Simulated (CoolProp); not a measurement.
The fluid at 236.03 K and 0.832 MPa is throttled through a valve to 0.126 MPa with no heat exchange. The same conditions are run with several fluids, on thermodynamics alone (safety and materials aside).

Computed with CoolProp (reference Helmholtz-energy equation of state of each fluid (dry air: Lemmon 2000; oxygen: Schmidt 1985; carbon monoxide: Lemmon 2006; nitrogen: Span 2000; normal hydrogen: Leachman 2009)). Blends and air are pseudo-pure fits.

Problem. Rank dry air, oxygen, carbon monoxide, nitrogen, normal hydrogen by temperature change (K), highest first.

Solution. normal hydrogen (+0.1), nitrogen (-2.4), dry air (-2.5), carbon monoxide (-2.8), oxygen (-2.9)

| fluid | final density (kg/m³) |
|---|---|
| dry air | 1.88 |
| oxygen | 2.09 |
| carbon monoxide | 1.82 |
| nitrogen | 1.82 |
| normal hydrogen | 0.129 |
